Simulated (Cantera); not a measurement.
Charge: 1 mol AlCl₃, 2.3 mol O₂, 1.2 mol H₂, held at 1.33 mbar.

These are equilibrium values from Cantera (NASA tables, ideal gas, pure condensed phases), not measurements of a reactor. Candidate condensed phases: Al, AlCl₃, Al₂O₃, H₂O; 29 gas species. Equilibrium is a limit: real reactors are often held back by kinetics, nucleation or transport. All values below are at 1500 K.

Base state: HCl 0.491, O₂ 0.331, Cl 0.150, H₂O 0.0179, Cl₂ 0.00881, OH 0.000194, ClO 7.76e-5, O 6.39e-5 (mole fractions); condensed: Al₂O₃(s).

Question: What changes in the equilibrium state with this change: pressure from 1.33 mbar to 13.3 mbar?

Answer: 
```
species         before     after
-------------  -------  --------
HCl              0.491     0.511
O₂               0.331     0.342
Cl               0.150    0.0954
Cl₂            0.00881    0.0355
H₂O             0.0179    0.0155
AlCl₃          4.06e-6   1.80e-5
HOCl           3.27e-6   1.09e-5
O              6.39e-5   2.05e-5
ClO            7.76e-5  0.000158
Al₂O₃(s), mol    0.500     0.500
```
